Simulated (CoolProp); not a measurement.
A closed Brayton cycle with carbon dioxide: compressor inlet 329.15 K and 8 MPa, high pressure 19.5 MPa, turbine inlet 970 K, compressor efficiency 0.85, turbine efficiency 0.93, recuperator effectiveness 0.95 (on enthalpy, no pinch check). Each further row changes one setting.

The numbers come from the reference Helmholtz-energy equation of state, Span 1996 in CoolProp.

| case | thermal efficiency (%) | net work (kJ/kg) | compressor to turbine work | compressor exit (K) | turbine exit (K) |
|---|---|---|---|---|---|
| as stated | 41.2 | 96.8 | 0.33 | 407.1 | 847.9 |
| turbine inlet 920 K | … | 88.8 | 0.35 | 407.1 | … |
| compressor inlet 339.15 K | 40.4 | … | 0.37 | 421.3 | 847.9 |
| high pressure 16.6 MPa | … | 81.8 | 0.32 | 392.6 | … |
| recuperator effectiveness 0.5 | 20.8 | 96.8 | 0.33 | 407.1 | 847.9 |

Complete the blanks.


- turbine inlet 920 K, thermal efficiency (%): 39.6
- turbine inlet 920 K, turbine exit (K): 802.1
- compressor inlet 339.15 K, net work (kJ/kg): 91.7
- high pressure 16.6 MPa, thermal efficiency (%): 40.0
- high pressure 16.6 MPa, turbine exit (K): 869.3
